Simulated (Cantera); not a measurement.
Fluorocarbon and chlorocarbon gases: CH₃F + H₂ + F₂

Feed: 1 mol CH₃F, 10 mol H₂, 0.022 mol F₂.

Cantera equilibrium calculation (NASA polynomials, part measured and part estimated; ideal gas, pure solids and liquids). Candidate condensed phases: C, C₆H₆, C₇H₈, C₈H₁₈; 95 gas species. The numbers say what is thermodynamically allowed, not how fast it happens.

Stable condensed phases:

```
T in K \ P in Pa
              1    4.2     18     75    320   1300   5600  24000 100000
   3048       A      A      A      A      A      A      A      A      A
   2898       A      A      A      A      A      A      B      B      B
   2748       A      A      A      A      B      B      B      B      B
   2598       A      A      A      B      B      B      B      B      B
   2448       A      B      B      B      B      B      B      B      B
   2298       B      B      B      B      B      B      B      B      B
   2148       B      B      B      B      B      B      B      B      B
   1998       B      B      B      B      B      B      B      B      B
   1848       B      B      B      B      B      B      B      B      B
   1698       B      B      B      B      B      B      B      B      B
```

A: gas only; B: C.
